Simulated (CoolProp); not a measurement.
Vapour-liquid equilibrium of propane (1) + R113 (2) at 5.53 bar; x and y are mole fractions of (1).

Model: multi-fluid Helmholtz-energy mixture model, Lemmon 2009 and Marx 1992; pair parameters Bell 2016, in CoolProp.

```csv
x,bubble temperature (K),y at the bubble point,dew temperature at overall composition x (K),liquid density (mol/L)
0.05,369.0,0.288,381.2,7.452
0.2,334.8,0.738,373.8,8.282
0.35,314.1,0.883,365.4,8.974
0.5,301.3,0.939,355.6,9.605
0.65,292.6,0.966,343.6,10.23
0.8,285.9,0.984,327.2,10.88
0.95,280.1,0.996,298.0,11.58
```

No azeotrope shows between x = 0.05 and 0.95.

Pair parameters are fitted to limited data, so mixtures are less certain than the pure fluids. The gap from Raoult's law changes sign with composition, which may be real or a fault of the pair parameters; it wasn't checked against measurements.
